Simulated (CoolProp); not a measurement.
Vapour-liquid equilibrium of R1234yf (1) + isobutane (2) at 218.3 K; x and y are mole fractions of (1).

Model: multi-fluid Helmholtz-energy mixture model, Lemmon 2022 and Bücker 2006; pair parameters Bell 2016, in CoolProp.

```tsv
x	bubble pressure, mixture model (bar)	bubble pressure, Raoult's law (bar)	y, mixture model	y, Raoult's law
0.05	0.1773	0.1348	0.315	0.106
0.15	0.2363	0.1505	0.522	0.284
0.25	?	0.1663	0.598	0.428
0.35	0.2797	0.1821	0.637	0.547
0.45	0.2885	0.1978	0.664	0.647
0.55	?	0.2136	0.690	0.733
0.65	0.2992	0.2294	0.721	0.806
0.75	0.3018	0.2451	0.763	0.871
0.85	0.3006	0.2609	?	0.927
0.95	?	0.2766	0.927	0.977
```

Question: Some entries are withheld; supply them.

Answer: 
- 0.25, bubble pressure, mixture model (bar): 0.2649
- 0.55, bubble pressure, mixture model (bar): 0.2946
- 0.85, y, mixture model: 0.827
- 0.95, bubble pressure, mixture model (bar): 0.2926

The largest gap from Raoult's law is +59.3 % in bubble pressure, at x = 0.25. y crosses x between x = 0.75 and 0.85: the model has an azeotrope there.

Pair parameters are fitted to limited data, so mixtures are less certain than the pure fluids. With so large a gap from Raoult's law the liquid may split in two, which this calculation doesn't test in full.
